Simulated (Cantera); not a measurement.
A perfectly stirred reactor is fed with CH4 : O2 : N2 = 1 : 2.94 : 29.4 (molar parts), equivalence ratio 0.68, at 13.0 bar; it is adiabatic with a 748 K inlet, and is followed from long to short residence time, starting on the burning branch (τ in s: 0.22, 0.095, 0.041, 0.017, 0.0075, 0.0032, 0.0014, 0.00059, 0.00025, 0.00011, 4.7e-05, 2e-05).

Cantera simulation using GRI-Mech 3.0 (53 species, 325 reactions); the numbers are that mechanism's predictions, not measurements. The pressure lies above the range GRI-Mech 3.0 was tuned for (to about 10 atm).

Problem. Predict: blow-out, bracketed by the residence times tried; x(CH4) at τ = 0.220 s; x(O2) at τ = 0.220 s; x(NO) at τ = 0.220 s; x(NO2) at τ = 0.220 s; x(OH) at τ = 0.220 s; x(CH4) at τ = 1.40 ms; x(O2) at τ = 1.40 ms.

Solution. 
| Property | Value |
|---|---|
| blow-out, bracketed by the residence times tried | burning at 7.50 ms, out at 3.20 ms |
| x(CH4) at τ = 0.220 s | 2.36e-5 |
| x(O2) at τ = 0.220 s | 0.0283 |
| x(NO) at τ = 0.220 s | 1.89e-7 |
| x(NO2) at τ = 0.220 s | 2.78e-8 |
| x(OH) at τ = 0.220 s | 1.86e-5 |
| x(CH4) at τ = 1.40 ms | 0.0300 |
| x(O2) at τ = 1.40 ms | 0.0882 |
